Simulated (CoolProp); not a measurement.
Saturation properties of R134a (Tc = 374.2 K, pc = 4.059 MPa, ω = 0.327).

Computed with CoolProp (reference Helmholtz-energy equation of state, Tillner-Roth 1994).

```json
[
 {"T (K)": "291.1", "p (MPa)": "0.5363", "liquid density (kg/m³)": "1233", "vapour Z": "0.8673"},
 {"T (K)": "292.9", "p (MPa)": "0.5673", "liquid density (kg/m³)": "1226", "vapour Z": "0.8622"},
 {"T (K)": "294.7", "p (MPa)": "0.5996", "liquid density (kg/m³)": "1220", "vapour Z": "0.8570"},
 {"T (K)": "296.5", "p (MPa)": "0.6333", "liquid density (kg/m³)": "1213", "vapour Z": "0.8516"},
 {"T (K)": "298.3", "p (MPa)": "0.6684", "liquid density (kg/m³)": "1206", "vapour Z": "0.8461"},
 {"T (K)": "300.1", "p (MPa)": "0.7049", "liquid density (kg/m³)": "1199", "vapour Z": "0.8405"},
 {"T (K)": "301.9", "p (MPa)": "0.7429", "liquid density (kg/m³)": "1192", "vapour Z": "0.8347"},
 {"T (K)": "303.7", "p (MPa)": "0.7824", "liquid density (kg/m³)": "1185", "vapour Z": "0.8288"},
 {"T (K)": "305.5", "p (MPa)": "0.8235", "liquid density (kg/m³)": "1178", "vapour Z": "0.8228"},
 {"T (K)": "307.3", "p (MPa)": "0.8662", "liquid density (kg/m³)": "1171", "vapour Z": "0.8166"},
 {"T (K)": "309.1", "p (MPa)": "0.9106", "liquid density (kg/m³)": "1164", "vapour Z": "0.8102"},
 {"T (K)": "310.9", "p (MPa)": "0.9566", "liquid density (kg/m³)": "1156", "vapour Z": "0.8037"},
 {"T (K)": "312.7", "p (MPa)": "1.004", "liquid density (kg/m³)": "1149", "vapour Z": "0.7971"},
 {"T (K)": "314.5", "p (MPa)": "1.054", "liquid density (kg/m³)": "1141", "vapour Z": "0.7903"},
 {"T (K)": "316.3", "p (MPa)": "1.105", "liquid density (kg/m³)": "1133", "vapour Z": "0.7833"}
]
```

It boils at 247.1 K under 1 atm.
